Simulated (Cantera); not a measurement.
Charge: 1 mol SiHCl₃, a varied amount of Cl₂, 120 mol N₂, equilibrated at 7.50 Torr.

Cantera equilibrium calculation (NASA polynomials, part measured and part estimated; ideal gas, pure solids and liquids). Candidate condensed phases: NH₄Cl, Si, Si₃N₄; 28 gas species. N₂ is the only nitrogen source here; it is nearly inert below about 1500 K, so the nitride shown seldom forms there in practice. The tables' values for SiCl₃ are old estimates. Kinetics and transport are ignored.

Stable condensed phases, one row left out:

```
T in °C \ n(Cl₂) in mol
         0.0057 0.0094  0.015  0.025  0.041  0.067   0.11   0.18    0.3   0.49
   1277       A      A      A      A      A      A      A      A      A      A
   1202       B      B      B      A      A      A      A      A      A      A
   1127       B      B      B      B      B      B      B      B      A      A
    977       B      B      B      B      B      B      B      B      B      B
    902       B      B      B      B      B      B      B      B      B      B
    827       B      B      B      B      B      B      B      B      B      B
    752       B      B      B      B      B      B      B      B      B      B
    677       B      B      B      B      B      B      B      B      B      B
```

A: gas only; B: Si₃N₄.

Q: Give the row for 1052 °C.

A: 0.0057: Si₃N₄; 0.0094: Si₃N₄; 0.015: Si₃N₄; 0.025: Si₃N₄; 0.041: Si₃N₄; 0.067: Si₃N₄; 0.11: Si₃N₄; 0.18: Si₃N₄; 0.3: Si₃N₄; 0.49: Si₃N₄.
